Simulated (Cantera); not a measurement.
Thermodynamics of roasting and sulfation, feed MgO + H2S + O2

A closed system holds: 1 mol MgO, 0.69 mol H2S, 0.038 mol O2, equilibrated at 0.130 bar.

Method: chemical equilibrium by Gibbs-energy minimisation in Cantera with the NASA 1993 tables (ideal gas, pure condensed phases). Candidate condensed phases: H2O, H2SO4, Mg, MgO, Mg(OH)2, MgS, MgSO4, S; 26 gas species. Gases not in the tables: S3 to S7. Rates play no part.

```csv
T (K),x H2S,x H2,x S2,x H2O,x SH,x S8,n MgO(s)
623,0.874,0.000370,0.00558,0.108,5.08e-9,0.0122,1.00
723,0.845,0.00130,0.0473,0.105,2.05e-7,0.00139,1.00
823,0.833,0.00713,0.0555,0.104,2.36e-6,8.40e-7,1.00
923,0.806,0.0263,0.0646,0.103,1.60e-5,2.97e-9,1.00
1023,0.748,0.0672,0.0840,0.101,7.53e-5,5.77e-11,1.00
1123,0.658,0.130,0.114,0.0975,0.000267,3.33e-12,1.00
1223,0.547,0.208,0.150,0.0934,0.000743,<1e-12,1.00
1323,0.433,0.288,0.188,0.0891,0.00170,<1e-12,1.00
1423,0.329,0.360,0.222,0.0852,0.00332,<1e-12,1.00
1523,0.245,0.419,0.248,0.0819,0.00572,<1e-12,1.00
1623,0.181,0.462,0.268,0.0791,0.00895,<1e-12,1.000
1723,0.134,0.493,0.281,0.0768,0.0130,<1e-12,1.000
1823,0.0999,0.515,0.289,0.0745,0.0179,<1e-12,1.000
1923,0.0756,0.529,0.292,0.0721,0.0235,<1e-12,1.000
```
x: gas mole fraction; n: condensed amount in mol.

From 623 K to 1923 K the condensed part is MgO(s).
